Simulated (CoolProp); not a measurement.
Vapour-liquid equilibrium of R152A (1) + n-pentane (2) at 317.4 K; x and y are mole fractions of (1).

Computed with CoolProp (multi-fluid Helmholtz-energy mixture model, Outcalt 1996 and Thol 2019; pair parameters Bell 2016).

```csv
x,bubble pressure (MPa),y at the bubble point,dew pressure at overall composition x (MPa),liquid density (mol/L)
0.05,0.2610,0.491,0.1400,8.471
0.2,0.5304,0.759,0.1664,8.896
0.35,0.6811,0.823,0.2048,9.367
0.5,0.7721,0.855,0.2655,9.906
0.65,0.8426,0.882,0.3751,10.55
0.8,0.9135,0.916,0.6198,11.36
0.95,0.9910,0.972,0.9647,12.41
```

No azeotrope shows between x = 0.05 and 0.95.

The pair parameters rest on a limited set of measurements; away from them the model extrapolates. With so large a gap from Raoult's law the liquid may split in two, which this calculation doesn't test in full.
